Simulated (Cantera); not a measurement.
Input: 1 mol B2O3, 4.1 mol H2O, 57 mol H2, 0.25 mol O2, held at 0.00220 bar.

Method: chemical equilibrium by Gibbs-energy minimisation in Cantera with the NASA 1993 tables (ideal gas, pure condensed phases). Candidate condensed phases: B, B2O3, B3O3H3, H2O; 23 gas species. Gases not in the tables: H3BO3. Kinetics and transport are ignored.

Question: At 900 °C, list the 4 most abundant gas species with their mole fractions, and the condensed phases.

Answer: H2 0.923, H2O 0.0735, HBO2 0.00324, (HBO2)3 1.21e-5. Condensed: B2O3(l).
